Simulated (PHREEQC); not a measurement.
0.92 g of hydrous ferric oxide (600 m²/g; 0.2 weak and 0.005 strong sites per Fe, Dzombak-Morel constants, diffuse double layer) in 1 kg of water with 0.3 mol/kgw of an inert sodium salt and 1.5 mmol/kgw Na2HAsO4, at 25 °C; the pH is set by adding NaOH or the inert anion's acid. Oxygen is held at 0.21 atm. No CO2 enters from the air. No solid was allowed to form.

Base run: PHREEQC, ion-association model, wateq4f.dat. Each further column changes one thing. The table gives As sorbed (%).

```csv
pH,base,background salt from 0.3 to 0.03 mol/kgw,oxide from 0.92 to 4.6 g/kgw
3,99.9,100.0,100.0
4.5,99.8,99.9,100.0
5.5,99.3,99.5,100.0
7,93.9,92.4,100.0
8.5,63.5,60.0,99.6
9.5,39.4,28.6,97.5
11,30.5,13.5,85.3
```

The oxide is taken as insoluble; below pH 4 it would dissolve.
